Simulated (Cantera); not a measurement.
A perfectly stirred reactor is fed with CH4 : H2O = 1 : 3 (molar parts), at 510000 Pa; it is held at 2050 K, and followed from long to short residence time.

Computed with Cantera and GRI-Mech 3.0 (53 species, 325 reactions).

x: mole fraction; the columns are a selection and need not sum to one.

```csv
τ (s),x CH4,x H2O,x CH3,x OH,x CH2O
0.32,0.00148,0.317,4.02e-5,4.83e-5,5.01e-7
0.14,0.00291,0.320,7.96e-5,4.90e-5,8.48e-7
0.063,0.00522,0.327,0.000144,5.03e-5,1.45e-6
0.028,0.00876,0.340,0.000244,5.30e-5,2.50e-6
0.013,0.0134,0.362,0.000381,[?],4.20e-6
0.0057,0.0200,0.397,0.000586,[?],7.42e-6
0.0025,0.0285,0.443,0.000869,[?],1.32e-5
0.0011,0.0393,0.496,0.00126,[?],2.33e-5
0.00051,0.0525,0.545,0.00176,[?],3.87e-5
```

Problem. Complete the blanks.

Solution. 
- 0.013, x OH: 5.75e-5
- 0.0057, x OH: 6.51e-5
- 0.0025, x OH: 7.59e-5
- 0.0011, x OH: 8.93e-5
- 0.00051, x OH: 0.000103
